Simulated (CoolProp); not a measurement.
A Linde-Hampson liquefier for nitrogen: isothermal reversible compression at 230 K from 1 atm to 10 MPa, throttling to 1 atm, return gas leaving the recuperator 0 K below the feed. Each further row changes one setting.

Computed with CoolProp (reference Helmholtz-energy equation of state, Span 2000).

| case | liquid yield per pass | compression work (kJ/kg of gas) |
|---|---|---|
| as stated | 0.098 | 307 |
| high pressure 20 MPa | 0.161 | 351 |
| warm-end temperature 260 K | 0.068 | 351 |
| warm-end gap 5 K | 0.085 | 307 |
